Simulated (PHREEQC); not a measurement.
Leach liquor: an equilibrium model

A solution holds 0.3 mol HCl, 0.00015 mol CuSO4 and 0.00645 mol Na2SO4 per kg of water, at 25 °C. Closed to the air; pH follows from the charge balance.

Model: ion-association model, wateq4f.dat, run in PHREEQC.

Precipitation was switched off in this run.

### Question
What pH, activity of water does the model give?

### Answer
pH 0.64; activity of water 0.990.

### Question
In which forms is Cu present?

### Answer
Cu+2 80 %, CuCl+ 18 %, CuCl2 1.3 %, CuSO4 0.8 % of the Cu.

Species that the database lacks are ignored.
